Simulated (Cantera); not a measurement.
What does this Cantera script print?

```python
import numpy as np
import cantera as ct

gas = ct.Solution("h2o2.yaml")
gas.TPX = 650, 100000, {'H2': 1, 'O2': 0.357, 'N2': 1.29}
flame = ct.FreeFlame(gas, width=0.04)
flame.set_refine_criteria(ratio=3, slope=0.08, curve=0.16)
flame.transport_model = "mixture-averaged"
flame.solve(loglevel=0, auto=True)
z, T = flame.grid, flame.T
thick = (T[-1] - T[0]) / np.gradient(T, z).max()
show = ['H2', 'O2', 'HO2', 'O', 'H2O2', 'H2O']
print(f"laminar burning velocity  {flame.velocity[0] * 100:.3f} cm/s")
print(f"burnt temperature         {T[-1]:.1f} K")
print(f"thermal thickness         {thick * 1e3:.4f} mm")
print(f"grid points               {len(z)}")
z0 = z[flame.heat_release_rate.argmax()]
print(f"{'z/mm':>9s}{'T/K':>9s}{'u/(m/s)':>9s}" + "".join(f"{s:>11s}" for s in show))
rows = []
for k in (-3, -2, -1.5, -1, -0.5, -0.25, 0, 0.25, 0.5, 1, 2, 4, 8):
    zz = z0 + k * thick
    rows.append([k * thick, np.interp(zz, z, T), np.interp(zz, z, flame.velocity),
                 *(np.interp(zz, z, flame.X[gas.species_index(s)]) for s in show)])
    print(f"{rows[-1][0] * 1e3:9.3f}{rows[-1][1]:9.1f}{rows[-1][2]:9.3f}" + "".join(f"{x:11.3e}" for x in rows[-1][3:]))
```

Result:

```
laminar burning velocity  1039.104 cm/s
burnt temperature         2541.0 K
thermal thickness         0.4685 mm
grid points               141
     z/mm      T/K  u/(m/s)         H2         O2        HO2          O       H2O2        H2O
   -1.405    650.0   10.391  3.778e-01  1.349e-01  7.504e-13  6.173e-17  3.606e-15  1.188e-14
   -0.937    650.0   10.391  3.778e-01  1.349e-01  4.761e-11  5.511e-14  7.082e-15  2.244e-12
   -0.703    650.0   10.391  3.778e-01  1.349e-01  4.323e-09  7.998e-12  4.081e-13  1.910e-10
   -0.468    650.0   10.391  3.778e-01  1.349e-01  6.354e-07  2.132e-09  1.888e-10  4.877e-08
   -0.234    662.2   10.560  3.754e-01  1.348e-01  2.028e-04  9.702e-06  1.672e-06  5.798e-04
   -0.117    838.6   13.134  3.465e-01  1.300e-01  1.714e-04  3.833e-04  7.273e-06  1.604e-02
    0.000   1275.9   19.338  2.243e-01  8.541e-02  7.413e-05  5.958e-03  3.512e-06  1.107e-01
    0.117   1588.8   23.752  1.209e-01  2.482e-02  2.082e-05  9.644e-03  2.074e-06  2.217e-01
    0.234   1726.3   25.603  1.045e-01  1.162e-02  9.080e-06  8.999e-03  1.314e-06  2.470e-01
    0.468   1873.3   27.503  1.070e-01  8.163e-03  5.690e-06  7.708e-03  7.355e-07  2.561e-01
    0.937   2029.2   29.448  1.114e-01  6.092e-03  3.813e-06  5.915e-03  3.986e-07  2.645e-01
    1.874   2182.0   31.288  1.147e-01  4.100e-03  2.414e-06  4.004e-03  2.286e-07  2.744e-01
    3.748   2319.6   32.895  1.170e-01  2.413e-03  1.435e-06  2.342e-03  1.427e-07  2.847e-01
```

Detailed kinetics in Cantera: the H2/O2 subset of GRI-Mech 3.0, which has no nitrogen chemistry. Burning velocities carry a grid error of a few per cent, more on coarse grids.
